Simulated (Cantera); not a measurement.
An isothermal, constant-pressure homogeneous reactor starts with CH₃OH : O₂ : N₂ = 0.0063 : 0.028 : 1 (molar parts), at 1125 K and 0.898 atm. Integrator tolerance rtol = 1e-08.

Model: GRI-Mech 3.0 (53 species, 325 reactions), integrated in Cantera. GRI-Mech 3.0 was tuned for natural gas; its chemistry of methanol as a main component is partial and can be far from experiment.

Task: What does this change do: 0.079 parts CH4 added?

Result: 
```
quantity                                           before                                     after
------------------  -------------------------------------  ----------------------------------------
x(CH₃OH) at 30.0 s  <1e-12 (gas-phase equilibrium <1e-12)  6.14e-8 (gas-phase equilibrium 3.20e-12)
x(O₂) at 30.0 s     0.0179 (gas-phase equilibrium 0.0179)   0.000108 (gas-phase equilibrium <1e-12)
x(CH₂) at 30.0 s    <1e-12 (gas-phase equilibrium <1e-12)   2.33e-12 (gas-phase equilibrium <1e-12)
x(CH₄) at 30.0 s    <1e-12 (gas-phase equilibrium <1e-12)     0.0465 (gas-phase equilibrium 0.0180)
x(C₂H₂) at 30.0 s   <1e-12 (gas-phase equilibrium <1e-12)  0.000755 (gas-phase equilibrium 9.76e-6)
```
GRI-Mech 3.0 stops at C3 and has no aromatics, soot or wall deposition, so with more carbon than oxygen in the feed, carbon stays in small species such as C2H2 where larger ones or solid carbon would form. The temperature is held fixed by assumption; the heat of reaction is taken as removed at once.
